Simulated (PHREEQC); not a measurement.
1 kg of water holding 0.056 mol NaCl meets 20 L of dry gas (N2 0.28, O2 0.72 by moles) at fixed total pressure, at 60 °C; fugacities by Peng-Robinson. The gases take part in no redox reaction, some water evaporates into the gas, and hydrates or a liquid gas phase aren't modelled. No solid was allowed to form.

Computed with PHREEQC (ion-association model, phreeqc.dat).

| P (atm) | dissolved N2 (mol/kgw) | φ of N2 | p of N2 (atm) | dissolved O2 (mol/kgw) | φ of O2 | p of O2 (atm) |
|---|---|---|---|---|---|---|
| 2 | 0.000241 | 1.000 | 0.505 | 0.00110 | 0.999 | 1.30 |
| 5 | 0.000640 | 1.000 | 1.34 | 0.00292 | 0.997 | 3.45 |
| 10 | 0.00130 | 0.999 | 2.74 | 0.00590 | 0.994 | 7.05 |
| 20 | 0.00259 | 0.998 | 5.54 | 0.0117 | 0.989 | 14.2 |
| 30 | 0.00386 | 0.997 | 8.34 | 0.0173 | 0.984 | 21.4 |
| 40 | 0.00509 | 0.997 | 11.1 | 0.0228 | 0.979 | 28.6 |
| 50 | 0.00630 | 0.996 | 13.9 | 0.0280 | 0.974 | 35.8 |
| 75 | 0.00922 | 0.997 | 20.9 | 0.0404 | 0.964 | 53.8 |
| 100 | 0.0120 | 0.998 | 27.9 | 0.0519 | 0.954 | 71.8 |
| 150 | 0.0172 | 1.006 | 41.9 | 0.0723 | 0.940 | 108 |
| 200 | 0.0220 | 1.018 | 55.9 | 0.0901 | 0.930 | 144 |
| 300 | 0.0307 | 1.053 | 83.8 | 0.120 | 0.922 | 215 |
| 400 | 0.0384 | 1.102 | 112 | 0.143 | 0.928 | 287 |

Complexes and solids missing from the database can't appear. Constants without temperature data keep their 25 °C values here.
